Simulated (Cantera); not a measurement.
An isothermal, constant-pressure homogeneous reactor starts with C₂H₄ : H₂ = 1 : 73 (molar parts), at 1775 K and 1.00 bar. Integrator tolerance rtol = 1e-08.

Detailed kinetics in Cantera: GRI-Mech 3.0 (53 species, 325 reactions). GRI-Mech 3.0 was tuned for natural gas; its chemistry of ethylene as a main component is partial and can be far from experiment. GRI-Mech 3.0 stops at C3 and has no aromatics, soot or wall deposition, so with more carbon than oxygen in the feed, carbon stays in small species such as C2H2 where larger ones or solid carbon would form.

**Question.** What does this change do: pressure from 1.00 bar to 0.0133 bar?

**Answer.** 
```json
[
 {"quantity": "x(C₂H₄) at 1.00 s", "before": "0.000266 (gas-phase equilibrium 0.000266)", "after": "5.68e-6 (gas-phase equilibrium 4.81e-6)"},
 {"quantity": "x(H₂) at 1.00 s", "before": "0.983 (gas-phase equilibrium 0.983)", "after": "0.986 (gas-phase equilibrium 0.984)"},
 {"quantity": "x(H) at 1.00 s", "before": "0.000289 (gas-phase equilibrium 0.000289)", "after": "0.00111 (gas-phase equilibrium 0.00250)"},
 {"quantity": "x(C₂H) at 1.00 s", "before": "2.26e-8 (gas-phase equilibrium 2.26e-8)", "after": "1.17e-7 (gas-phase equilibrium 2.65e-7)"},
 {"quantity": "x(CH₄) at 1.00 s", "before": "0.00671 (gas-phase equilibrium 0.00671)", "after": "1.80e-6 (gas-phase equilibrium 0.000104)"},
 {"quantity": "x(C₂H₆) at 1.00 s", "before": "3.86e-7 (gas-phase equilibrium 3.87e-7)", "after": "3.34e-11 (gas-phase equilibrium 9.34e-11)"},
 {"quantity": "x(CH₂) at 1.00 s", "before": "1.29e-8 (gas-phase equilibrium 1.29e-8)", "after": "6.16e-11 (gas-phase equilibrium 1.50e-8)"}
]
```
Radical loss at walls, strong at low pressure, is not modelled.

**Question.** What does this change do: temperature 1775 to 1048 K?

**Answer.** 
```
quantity                                              before                                    after
-----------------  -----------------------------------------  ---------------------------------------
x(C₂H₄) at 1.00 s  0.000266 (gas-phase equilibrium 0.000266)  0.00840 (gas-phase equilibrium 1.72e-7)
x(H₂) at 1.00 s          0.983 (gas-phase equilibrium 0.983)      0.986 (gas-phase equilibrium 0.973)
x(H) at 1.00 s     0.000289 (gas-phase equilibrium 0.000289)  1.77e-7 (gas-phase equilibrium 7.67e-9)
x(C₂H) at 1.00 s     2.26e-8 (gas-phase equilibrium 2.26e-8)    <1e-12 (gas-phase equilibrium <1e-12)
x(CH₄) at 1.00 s     0.00671 (gas-phase equilibrium 0.00671)  0.000204 (gas-phase equilibrium 0.0274)
x(C₂H₆) at 1.00 s    3.86e-7 (gas-phase equilibrium 3.87e-7)  0.00507 (gas-phase equilibrium 2.04e-7)
x(CH₂) at 1.00 s     1.29e-8 (gas-phase equilibrium 1.29e-8)    <1e-12 (gas-phase equilibrium <1e-12)
```
